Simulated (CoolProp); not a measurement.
CF4 (R14) at 298.15 K and 0.121 MPa is throttled through a valve to 0.015 MPa with no heat exchange. Each further row changes one setting.

Values from CoolProp's reference Helmholtz-energy equation of state, Platzer 1990. This equation is an older, rougher fit.

| case | final density (kg/m³) |
|---|---|
| as stated | 0.534 |
| outlet pressure 0.0045 MPa | 0.160 |
| outlet pressure 0.0195 MPa | 0.694 |
